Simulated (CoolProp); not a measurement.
Vapour-liquid equilibrium of neopentane (1) + n-pentane (2) at 0.539 MPa; x and y are mole fractions of (1).

Values from CoolProp's multi-fluid Helmholtz-energy mixture model, Lemmon 2006 and Thol 2019; pair parameters Bell 2016.

| x | bubble temperature (°C) | y at the bubble point | dew temperature at overall composition x (°C) | liquid density (mol/L) |
|---|---|---|---|---|
| 0.05 | 93.9 | 0.084 | 94.7 | 7.519 |
| 0.15 | … | 0.237 | 92.4 | 7.519 |
| 0.25 | 86.9 | 0.371 | 90.0 | … |
| 0.35 | 83.6 | 0.490 | … | … |
| 0.45 | … | 0.595 | 84.7 | 7.499 |
| 0.55 | … | 0.688 | 81.9 | 7.487 |
| 0.65 | 74.9 | 0.770 | 78.9 | 7.472 |
| 0.75 | … | 0.844 | 75.6 | 7.456 |
| 0.85 | 69.9 | 0.911 | 72.1 | 7.438 |
| 0.95 | 67.5 | 0.972 | 68.4 | 7.418 |

**Question.** Fill in the missing entries.

**Answer.** 
- 0.15, bubble temperature (°C): 90.3
- 0.25, liquid density (mol/L): 7.515
- 0.35, dew temperature at overall composition x (°C): 87.4
- 0.35, liquid density (mol/L): 7.508
- 0.45, bubble temperature (°C): 80.6
- 0.55, bubble temperature (°C): 77.7
- 0.75, bubble temperature (°C): 72.3

No azeotrope shows between x = 0.05 and 0.95.

Pair parameters are fitted to limited data, so mixtures are less certain than the pure fluids.
